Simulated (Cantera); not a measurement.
Mixture: CH₄ : O₂ : N₂ = 1 : 1.33 : 5.01 (molar parts), equivalence ratio 1.5, at 1.00 atm, adiabatic and at constant pressure. Ignition delay is the time to a rise of 400 K.

Model: GRI-Mech 3.0 (53 species, 325 reactions), integrated in Cantera.

Q: What does this change do: pressure from 1.00 atm to 4.93 atm?

A: 
| quantity | before | after |
|---|---|---|
| delay at 1300 K | 14.5 ms | 3.61 ms |
| delay at 1450 K | 2.37 ms | 0.678 ms |
| delay at 1600 K | 0.524 ms | 0.154 ms |
| delay at 1750 K | 0.161 ms | 43.6 µs |
| delay at 1900 K | 63.6 µs | 15.7 µs |
| apparent activation energy between 1750 and 1900 K | 170 kJ/mol | 190 kJ/mol |
